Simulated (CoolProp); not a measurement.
The fluid at 469.33 K and 2.75 MPa (stagnation) flows isentropically through a choked orifice. The same conditions are run with several fluids, on thermodynamics alone (safety and materials aside).

The numbers come from the reference Helmholtz-energy equation of state of each fluid (sulfur hexafluoride: Guder 2009; R21: Platzer 1990; R507A: Lemmon 2003; neopentane: Lemmon 2006; R407C: Lemmon 2003) in CoolProp. The equations of Platzer and Polt are older, rougher fits. Blends and air are pseudo-pure fits.

| fluid | throat to inlet pressure ratio | mass flux (kg/(m² s)) | throat temperature (K) |
|---|---|---|---|
| sulfur hexafluoride | 0.596 | 10700 | 451.2 |
| R21 | 0.594 | 9590 | 436.1 |
| R507A | 0.596 | 8910 | 448.3 |
| neopentane | 0.631 | 7900 | 453.5 |
| R407C | 0.591 | 8370 | 444.4 |
